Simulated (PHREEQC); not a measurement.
Make-up at 20 °C: 0.32 mmol/kgw H2S and 11 mmol/kgw NaCl. Closed to the air; pH follows from the charge balance.

Computed with PHREEQC (ion-association model, phreeqc.dat).

```
quantity                   before     after
------------------------  -------  --------
pH                           5.25      8.79
ionic strength (mol/kgw)   0.0110    0.0113
HS- (mol/kgw)             6.13e-6  0.000315
```

Which change was made?
A) NaCl replaced by LiCl at the same molality
B) H2S from 0.00032 to 0.000352 mol/kgw
C) H2S replaced by NaHS at the same molality
D) diluted 2-fold with water
E) 0.0011 mol/kgw SrBr2 added

C, H2S replaced by NaHS at the same molality

Precipitation was switched off in this run.
